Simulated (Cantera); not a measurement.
A freely propagating, adiabatic, planar premixed flame of 16.6 % CO, 15.1 % H2, 14.4 % O2, 54.0 % N2, unburnt at 700 K and 1.00 bar; multicomponent+Soret transport, grid criteria slope 0.08 and curve 0.16, no radiation.

Computed with Cantera and GRI-Mech 3.0 (53 species, 325 reactions). Burning velocities carry a grid error of a few per cent, more on coarse grids.

x: mole fraction of selected species; z is measured from the peak of heat release.

| z (mm) | T (K) | u (m/s) | x CO | x H2 | x O2 | x OH | x O | x H2O |
|---|---|---|---|---|---|---|---|---|
| -1.87 | 700 | 5.80 | 0.166 | 0.151 | 0.144 | <1e-8 | <1e-8 | <1e-8 |
| -1.25 | 700 | 5.80 | 0.166 | 0.151 | 0.144 | <1e-8 | <1e-8 | <1e-8 |
| -0.936 | 700 | 5.80 | 0.166 | 0.151 | 0.144 | <1e-8 | <1e-8 | <1e-8 |
| -0.624 | 700 | 5.80 | 0.166 | 0.151 | 0.144 | <1e-8 | <1e-8 | 8.40e-8 |
| -0.312 | 705 | 5.82 | 0.166 | 0.147 | 0.144 | 1.20e-5 | 4.88e-6 | 0.000249 |
| -0.156 | 835 | 6.77 | 0.167 | 0.124 | 0.141 | 0.000458 | 0.000294 | 0.00979 |
| 0 | 1252 | 9.92 | 0.153 | 0.0588 | 0.103 | 0.00351 | 0.00676 | 0.0679 |
| 0.156 | 1576 | 12.3 | 0.122 | 0.0217 | 0.0575 | 0.00867 | 0.0158 | 0.113 |
| 0.312 | 1740 | 13.4 | 0.100 | 0.0203 | 0.0437 | 0.0114 | 0.0165 | 0.116 |
| 0.624 | 1914 | 14.6 | 0.0843 | 0.0214 | 0.0353 | 0.0138 | 0.0145 | 0.118 |
| 1.25 | 2080 | 15.7 | 0.0796 | 0.0199 | 0.0307 | 0.0150 | 0.0112 | 0.126 |
| 2.50 | 2237 | 16.6 | 0.0752 | 0.0171 | 0.0263 | 0.0150 | 0.00779 | 0.136 |
| 4.99 | 2375 | 17.5 | [?] | [?] | [?] | 0.0139 | [?] | 0.144 |

Question: Some entries are withheld; supply them.

Answer: 
- 4.99, x CO: 0.0685
- 4.99, x H2: 0.0142
- 4.99, x O2: 0.0216
- 4.99, x O: 0.00507
